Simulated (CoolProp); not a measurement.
Vapour-liquid equilibrium of R125 (1) + fluoroethane (R161) (2) at 0.0943 MPa; x and y are mole fractions of (1).

Computed with CoolProp (multi-fluid Helmholtz-energy mixture model, Lemmon 2005 and Wu 2012; pair parameters Bell 2016).

```json
[
 {"x": "0.05", "bubble temperature, mixture model (K)": "233.6", "bubble temperature, Raoult's law (K)": "233.4", "y, mixture model": "0.072", "y, Raoult's law": "0.079"},
 {"x": "0.125", "bubble temperature, mixture model (K)": "232.7", "bubble temperature, Raoult's law (K)": "232.4", "y, mixture model": "0.183", "y, Raoult's law": "0.190"},
 {"x": "0.2", "bubble temperature, mixture model (K)": "231.7", "bubble temperature, Raoult's law (K)": "231.5", "y, mixture model": "0.292", "y, Raoult's law": "0.291"},
 {"x": "0.275", "bubble temperature, mixture model (K)": "230.6", "bubble temperature, Raoult's law (K)": "230.6", "y, mixture model": "0.395", "y, Raoult's law": "0.385"},
 {"x": "0.35", "bubble temperature, mixture model (K)": "229.5", "bubble temperature, Raoult's law (K)": "229.7", "y, mixture model": "0.489", "y, Raoult's law": "0.471"},
 {"x": "0.425", "bubble temperature, mixture model (K)": "228.5", "bubble temperature, Raoult's law (K)": "228.9", "y, mixture model": "0.571", "y, Raoult's law": "0.550"},
 {"x": "0.5", "bubble temperature, mixture model (K)": "227.6", "bubble temperature, Raoult's law (K)": "228.1", "y, mixture model": "0.643", "y, Raoult's law": "0.623"},
 {"x": "0.575", "bubble temperature, mixture model (K)": "226.7", "bubble temperature, Raoult's law (K)": "227.4", "y, mixture model": "0.707", "y, Raoult's law": "0.692"},
 {"x": "0.65", "bubble temperature, mixture model (K)": "226.0", "bubble temperature, Raoult's law (K)": "226.7", "y, mixture model": "0.763", "y, Raoult's law": "0.755"},
 {"x": "0.725", "bubble temperature, mixture model (K)": "225.3", "bubble temperature, Raoult's law (K)": "226.0", "y, mixture model": "0.814", "y, Raoult's law": "0.814"},
 {"x": "0.8", "bubble temperature, mixture model (K)": "224.7", "bubble temperature, Raoult's law (K)": "225.3", "y, mixture model": "0.862", "y, Raoult's law": "0.869"},
 {"x": "0.875", "bubble temperature, mixture model (K)": "224.2", "bubble temperature, Raoult's law (K)": "224.6", "y, mixture model": "0.911", "y, Raoult's law": "0.921"},
 {"x": "0.95", "bubble temperature, mixture model (K)": "223.8", "bubble temperature, Raoult's law (K)": "224.0", "y, mixture model": "0.962", "y, Raoult's law": "0.969"}
]
```

The largest gap from Raoult's law is -0.7 K in bubble temperature, at x = 0.65. No azeotrope shows between x = 0.05 and 0.95.

Pair parameters are fitted to limited data, so mixtures are less certain than the pure fluids. The gap from Raoult's law changes sign with composition, which may be real or a fault of the pair parameters; it wasn't checked against measurements.
